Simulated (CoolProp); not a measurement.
Carbonyl sulfide at 298.15 K and 0.704 MPa is compressed adiabatically to 3.98 MPa with isentropic efficiency 0.9. Each further row changes one setting.

The numbers come from the reference Helmholtz-energy equation of state, Lemmon 2006 in CoolProp. It is a short technical equation, of lower accuracy than the large ones.

```
case             work (kJ/kg)  final temperature (K)  final density (kg/m³)
---------------  ------------  ---------------------  ---------------------
as stated                84.3                      ?                   77.0
efficiency 1             75.9                      ?                   79.7
efficiency 0.65             ?                  471.8                   68.4
```

Task: Fill in the missing entries.

Result: 
- as stated, final temperature (K): 436.9
- efficiency 1, final temperature (K): 428.1
- efficiency 0.65, work (kJ/kg): 117
